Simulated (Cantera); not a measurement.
# Equilibrium for silicon oxide and oxynitride deposition: Si₂H₆ + N₂O + H₂ + H₂O

Input: 1 mol Si₂H₆, 23 mol N₂O, a varied amount of H₂, 22 mol H₂O, at 977 °C and 1.33 mbar.

Equilibrium computed with Cantera from the NASA thermochemical tables; the gas is ideal and each condensed phase is pure. Candidate condensed phases: H₂O, Si, SiO₂, Si₂N₂O, Si₃N₄; 35 gas species. The feed counts by its element totals alone. The tables hold silica as quartz up to 1696 K and as liquid above; real silica turns to tridymite and cristobalite and melts near 1996 K. Equilibrium is a limit: real reactors are often held back by kinetics, nucleation or transport.

From 3.5 mol H₂ to 52 mol H₂ the condensed part is SiO₂(β-quartz).

| n(H₂) (mol) | x H₂O | x N₂ | x H₂ | x O₂ | x NO | x OH | n SiO₂(β-quartz) |
|---|---|---|---|---|---|---|---|
| 3.5 | 0.493 | 0.398 | 1.42e-6 | 0.108 | 0.000144 | 5.66e-5 | 2.00 |
| 4.9 | 0.512 | 0.393 | 1.57e-6 | 0.0949 | 0.000134 | 5.58e-5 | 2.00 |
| 6.8 | 0.535 | 0.387 | 1.82e-6 | 0.0774 | 0.000120 | 5.42e-5 | 2.00 |
| 9.6 | 0.569 | 0.378 | 2.34e-6 | 0.0526 | 9.78e-5 | 5.07e-5 | 2.00 |
| 13 | 0.608 | 0.368 | 3.71e-6 | 0.0240 | 6.51e-5 | 4.31e-5 | 2.00 |
| 19 | 0.612 | 0.343 | 0.0448 | 1.67e-10 | 5.25e-9 | 3.95e-7 | 2.00 |
| 26 | 0.554 | 0.311 | 0.135 | 1.50e-11 | 1.50e-9 | 2.06e-7 | 2.00 |
| 37 | 0.482 | 0.271 | 0.247 | 3.40e-12 | 6.66e-10 | 1.33e-7 | 2.00 |
| 52 | 0.410 | 0.230 | 0.360 | 1.16e-12 | 3.58e-10 | 9.33e-8 | 2.00 |
x: gas mole fraction; n: condensed amount in mol.
